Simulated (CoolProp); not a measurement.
Propylene along the isotherm 263.3 K: fugacity coefficient from the reference equation and from simpler models built on Tc = 364.2 K, pc = 4.555 MPa, ω = 0.146; each cubic takes its own stable root.

Model: reference Helmholtz-energy equation of state, Lemmon 2013, in CoolProp.

| p (MPa) | phase | reference |
|---|---|---|
| 0.072 | gas | 0.9851 |
| 0.122 | gas | 0.9747 |
| 0.205 | gas | 0.9574 |
| 0.346 | gas | 0.9281 |
| 0.584 | liquid | 0.6743 |
| 0.986 | liquid | 0.4049 |
| 1.66 | liquid | 0.2461 |
| 2.81 | liquid | 0.1512 |
| 4.74 | liquid | 0.09571 |
| 8 | liquid | 0.06329 |
| 13.5 | liquid | 0.04505 |
| 22.8 | liquid | 0.03617 |

### Question
How far does each simpler model (Redlich-Kwong, Peng-Robinson) lie from the reference over these 12 states: mean and median of the absolute difference, and the worst?

### Answer
- Redlich-Kwong: mean 14.7 %, median 20.0 %, worst +26.4 % at 263.3 K and 22.8 MPa
- Peng-Robinson: mean 0.8 %, median 0.2 %, worst -4.3 % at 263.3 K and 22.8 MPa
